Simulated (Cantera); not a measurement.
A closed system holds: 1 mol HCl, 0.045 mol O₂, 15 mol H₂, at 133 Pa.

Equilibrium computed with Cantera from the NASA thermochemical tables; the gas is ideal and each condensed phase is pure. Candidate condensed phases: H₂O; 14 gas species. Rates play no part.

x: gas mole fraction; nothing condenses.

```json
[
 {"T (K)": "1598", "x H₂": "0.931", "x HCl": "0.0624", "x H": "0.00141", "x H₂O": "0.00562", "x Cl": "(withheld)", "x OH": "3.31e-7"},
 {"T (K)": "1648", "x H₂": "0.930", "x HCl": "0.0623", "x H": "0.00235", "x H₂O": "0.00562", "x Cl": "(withheld)", "x OH": "6.38e-7"},
 {"T (K)": "1698", "x H₂": "0.928", "x HCl": "0.0622", "x H": "0.00382", "x H₂O": "0.00561", "x Cl": "(withheld)", "x OH": "1.19e-6"},
 {"T (K)": "1748", "x H₂": "0.926", "x HCl": "0.0620", "x H": "0.00602", "x H₂O": "0.00561", "x Cl": "(withheld)", "x OH": "2.13e-6"},
 {"T (K)": "1798", "x H₂": "0.923", "x HCl": "0.0617", "x H": "0.00926", "x H₂O": "0.00559", "x Cl": "(withheld)", "x OH": "3.69e-6"},
 {"T (K)": "1848", "x H₂": "0.918", "x HCl": "0.0613", "x H": "0.0139", "x H₂O": "0.00558", "x Cl": "(withheld)", "x OH": "6.22e-6"},
 {"T (K)": "1898", "x H₂": "0.912", "x HCl": "0.0608", "x H": "0.0204", "x H₂O": "0.00555", "x Cl": "(withheld)", "x OH": "1.02e-5"},
 {"T (K)": "1948", "x H₂": "0.904", "x HCl": "0.0601", "x H": "0.0294", "x H₂O": "0.00552", "x Cl": "(withheld)", "x OH": "1.63e-5"},
 {"T (K)": "1998", "x H₂": "0.892", "x HCl": "0.0591", "x H": "0.0415", "x H₂O": "0.00548", "x Cl": "(withheld)", "x OH": "2.53e-5"},
 {"T (K)": "2048", "x H₂": "0.877", "x HCl": "0.0578", "x H": "0.0574", "x H₂O": "0.00542", "x Cl": "(withheld)", "x OH": "3.86e-5"}
]
```

### Question
Some entries are withheld; supply them.

### Answer

- 1598, x Cl: 7.46e-5
- 1648, x Cl: 0.000124
- 1698, x Cl: 0.000199
- 1748, x Cl: 0.000311
- 1798, x Cl: 0.000474
- 1848, x Cl: 0.000706
- 1898, x Cl: 0.00103
- 1948, x Cl: 0.00147
- 1998, x Cl: 0.00205
- 2048, x Cl: 0.00280
